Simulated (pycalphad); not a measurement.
**Phase fractions of Hf-0.08716B (wt.%)**

Computed with pycalphad from the COST 507 light-alloy database (1999), at 1 atm. The data set is of 1999 and partly superseded. Phase fractions are per mole of atoms. Diffusion is slow at the low end, where real alloys seldom reach equilibrium.

| T (K) | liquid | bcc | BM | hcp |
|---|---|---|---|---|
| 2500 | 1.000 | - | - | - |
| 2400 | 0.210 | 0.790 | - | - |
| 2300 | 0.091 | 0.909 | - | - |
| 2200 | ___ | ___ | - | - |
| 2100 | - | 0.988 | 0.012 | - |
| 2000 | - | - | 0.003 | 0.997 |
| 1900 | - | - | 0.008 | 0.992 |
| 1800 | - | - | 0.012 | 0.988 |
| 1700 | - | - | 0.016 | 0.984 |
| 1600 | - | - | 0.019 | 0.981 |
| 1500 | - | - | 0.022 | 0.978 |
| 1400 | - | - | 0.024 | 0.976 |
| 1300 | - | - | 0.026 | 0.974 |
| 1200 | - | - | ___ | ___ |
| 1100 | - | - | 0.028 | 0.972 |
| 1000 | - | - | 0.028 | 0.972 |
| 900 | - | - | 0.028 | 0.972 |
| 800 | - | - | 0.028 | 0.972 |
| 700 | - | - | 0.028 | 0.972 |
| 600 | - | - | 0.028 | 0.972 |
| 500 | - | - | 0.028 | 0.972 |

### Question
What belongs in the gaps?

### Answer

- 2200, liquid: 0.047
- 2200, bcc: 0.953
- 1200, BM: 0.027
- 1200, hcp: 0.973

Database names, with the compositions (at.%) that they take in these runs: BM: Hf 50 B 50.
